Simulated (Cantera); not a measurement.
Input (Python, Cantera):

```python
import numpy as np
import cantera as ct

gas = ct.Solution("gri30.yaml")
gas.TPX = 1750, 64000, {'CH4': 1, 'O2': 2.63, 'N2': 21.3}
reactor = ct.IdealGasConstPressureReactor(gas, energy="on", clone=False)
net = ct.ReactorNet([reactor])
net.rtol, net.atol = 1e-08, 1e-16
show = ['CH4', 'O2', 'CH2O', 'C2H2', 'CO']
times = np.geomspace(3e-06, 3, 10)

steps = ct.SolutionArray(gas, extra=["t"])
rows = []
print(f"{'t/s':>10s}{'T/K':>9s}{'P/Pa':>11s}" + "".join(f"{s:>11s}" for s in show))
for t in times:
    while net.time < t:
        t_next = net.step()
        steps.append(gas.state, t=t_next)
    rows.append([np.interp(t, steps.t, y) for y in (steps.T, steps.P, *steps(*show).X.T)])
    print(f"{t:10.3e}{rows[-1][0]:9.1f}{rows[-1][1]:11.4g}" + "".join(f"{x:11.3e}" for x in rows[-1][2:]))
rate = np.gradient(steps.T, steps.t)
print("integrator steps:", len(steps.t))
if steps.T.max() > steps.T[0] + 200:
    print(f"time of steepest temperature rise: {steps.t[rate.argmax()]:.4e} s")
gas.TPX = 1750, 64000, {'CH4': 1, 'O2': 2.63, 'N2': 21.3}
gas.equilibrate("HP")
print(f"equilibrium (HP): T = {gas.T:.1f} K  " + "  ".join(f"{s} {gas[s].X[0]:.3e}" for s in show))
```

Result:

```
       t/s      T/K       P/Pa        CH4         O2       CH2O       C2H2         CO
 3.000e-06   1750.0    6.4e+04  4.011e-02  1.055e-01  2.626e-08  2.363e-15  1.705e-10
 1.392e-05   1749.9    6.4e+04  4.009e-02  1.055e-01  8.357e-07  4.408e-12  1.144e-08
 6.463e-05   1749.6    6.4e+04  3.995e-02  1.054e-01  2.500e-05  4.225e-09  1.146e-06
 3.000e-04   1775.8    6.4e+04  3.161e-02  9.981e-02  1.386e-03  4.147e-05  2.354e-03
 1.392e-03   2369.8    6.4e+04  3.896e-18  2.902e-02  1.073e-11  8.536e-22  1.158e-02
 6.463e-03   2457.6    6.4e+04  2.550e-18  2.652e-02  5.152e-12  5.134e-22  7.395e-03
 3.000e-02   2451.8    6.4e+04  2.622e-18  2.477e-02  5.134e-12  5.048e-22  7.355e-03
 1.392e-01   2448.8    6.4e+04  2.663e-18  2.395e-02  5.143e-12  5.016e-22  7.352e-03
 6.463e-01   2448.8    6.4e+04  2.663e-18  2.394e-02  5.143e-12  5.016e-22  7.352e-03
 3.000e+00   2448.8    6.4e+04  2.663e-18  2.394e-02  5.143e-12  5.016e-22  7.352e-03
integrator steps: 1707
time of steepest temperature rise: 3.6413e-04 s
equilibrium (HP): T = 2448.8 K  CH4 3.748e-18  O2 2.394e-02  CH2O 5.143e-12  C2H2 5.525e-22  CO 7.352e-03
```

Cantera simulation using GRI-Mech 3.0 (53 species, 325 reactions); the numbers are that mechanism's predictions, not measurements.
